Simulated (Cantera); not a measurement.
Feed: 1 mol C₂H₅OH, 1.5 mol CO₂, 1.1 mol N₂, equilibrated at 898.15 K and 0.000170 bar.

Cantera equilibrium calculation (NASA polynomials, part measured and part estimated; ideal gas, pure solids and liquids). Candidate condensed phases: C, C₆H₆, C₇H₈, C₈H₁₈, H₂O; 136 gas species. Equilibrium is a limit: real reactors are often held back by kinetics, nucleation or transport.

Base state: CO 0.413, H₂ 0.376, N₂ 0.145, CO₂ 0.0473, H₂O 0.0185 (mole fractions); condensed: gas only.

What changes in the equilibrium state with this change: temperature from 898.15 K to 748.15 K?


```csv
species,before,after
CO,0.413,0.403
H₂,0.376,0.386
N₂,0.145,0.145
CO₂,0.0473,0.0570
H₂O,0.0185,0.00878
CH₄,2.77e-8,2.42e-5
```

What changes in the equilibrium state with this change: C₂H₅OH replaced by CO?


| species | before | after |
|---|---|---|
| CO₂ | 0.0473 | 0.417 |
| N₂ | 0.145 | 0.306 |
| CO | 0.413 | 0.278 |
| H₂ | 0.376 | 0 |
| H₂O | 0.0185 | 0 |
